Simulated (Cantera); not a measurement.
A closed system holds: 1 mol H₂S, 1.9 mol H₂, held at 3398 K and 7.00 bar.

Equilibrium computed with Cantera from the NASA thermochemical tables; the gas is ideal and each condensed phase is pure. Candidate condensed phases: S; 7 gas species. Equilibrium is a limit: real reactors are often held back by kinetics, nucleation or transport.

Base state: H₂ 0.643, H 0.141, SH 0.0795, S 0.0608, S₂ 0.0516, H₂S 0.0244 (mole fractions); condensed: gas only.

Q: What changes in the equilibrium state with this change: temperature from 3398 K to 2675 K?

A: 
```json
[
 {"species": "H₂", "before": "0.643", "after": "0.759"},
 {"species": "H₂S", "before": "0.0244", "after": "0.0840"},
 {"species": "S₂", "before": "0.0516", "after": "0.0781"},
 {"species": "H", "before": "0.141", "after": "0.0170"},
 {"species": "S", "before": "0.0608", "after": "0.00921"},
 {"species": "SH", "before": "0.0795", "after": "0.0531"}
]
```
